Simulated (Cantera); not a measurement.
Cantera run, input and output.

```python
import numpy as np
import cantera as ct

gas = ct.Solution("gri30.yaml")
gas.TPX = 623, 45000, {'CH4': 1, 'O2': 2.06, 'N2': 7.75, 'H2O': 0.48}
flame = ct.FreeFlame(gas, width=0.07)
flame.set_refine_criteria(ratio=3, slope=0.08, curve=0.16)
flame.transport_model = "mixture-averaged"
flame.solve(loglevel=0, auto=True)
z, T = flame.grid, flame.T
thick = (T[-1] - T[0]) / np.gradient(T, z).max()
show = ['CH4', 'O2', 'H2O', 'CO2', 'HCO', 'H']
print(f"laminar burning velocity  {flame.velocity[0] * 100:.3f} cm/s")
print(f"burnt temperature         {T[-1]:.1f} K")
print(f"thermal thickness         {thick * 1e3:.4f} mm")
print(f"grid points               {len(z)}")
z0 = z[flame.heat_release_rate.argmax()]
print(f"{'z/mm':>9s}{'T/K':>9s}{'u/(m/s)':>9s}" + "".join(f"{s:>11s}" for s in show))
rows = []
for k in (-3, -2, -1.5, -1, -0.5, -0.25, 0, 0.25, 0.5, 1, 2, 4, 8):
    zz = z0 + k * thick
    rows.append([k * thick, np.interp(zz, z, T), np.interp(zz, z, flame.velocity),
                 *(np.interp(zz, z, flame.X[gas.species_index(s)]) for s in show)])
    print(f"{rows[-1][0] * 1e3:9.3f}{rows[-1][1]:9.1f}{rows[-1][2]:9.3f}" + "".join(f"{x:11.3e}" for x in rows[-1][3:]))
```

It prints:

```
laminar burning velocity  150.083 cm/s
burnt temperature         2291.5 K
thermal thickness         0.7053 mm
grid points               150
     z/mm      T/K  u/(m/s)        CH4         O2        H2O        CO2        HCO          H
   -2.116    623.1    1.502  8.849e-02  1.823e-01  4.250e-02  5.124e-08  9.040e-18  4.046e-12
   -1.411    623.9    1.507  8.827e-02  1.820e-01  4.259e-02  9.838e-07  1.235e-14  1.059e-09
   -1.058    628.1    1.520  8.775e-02  1.813e-01  4.316e-02  7.958e-06  3.157e-12  5.642e-08
   -0.705    663.6    1.615  8.495e-02  1.783e-01  4.763e-02  1.195e-04  1.402e-09  3.927e-06
   -0.353    968.1    2.390  6.443e-02  1.540e-01  8.030e-02  2.517e-03  8.774e-07  2.262e-04
   -0.176   1342.7    3.353  3.693e-02  1.171e-01  1.195e-01  8.152e-03  1.826e-05  1.176e-03
    0.000   1711.1    4.313  9.606e-03  7.089e-02  1.603e-01  1.884e-02  7.099e-05  4.286e-03
    0.176   1867.0    4.713  8.550e-04  4.241e-02  1.801e-01  3.177e-02  2.684e-05  8.155e-03
    0.353   1905.3    4.796  3.925e-05  3.195e-02  1.845e-01  4.239e-02  1.916e-06  1.018e-02
    0.705   1942.6    4.863  1.033e-07  2.654e-02  1.844e-01  5.359e-02  4.174e-08  1.082e-02
    1.411   1991.8    4.962  9.221e-12  2.384e-02  1.857e-01  5.984e-02  2.502e-08  9.600e-03
    2.821   2054.8    5.097  1.905e-16  2.161e-02  1.901e-01  6.254e-02  1.641e-08  7.234e-03
    5.642   2128.4    5.253  4.471e-17  1.897e-02  1.958e-01  6.557e-02  9.093e-09  4.746e-03
```

Model: GRI-Mech 3.0 (53 species, 325 reactions), integrated in Cantera. Burning velocities carry a grid error of a few per cent, more on coarse grids.
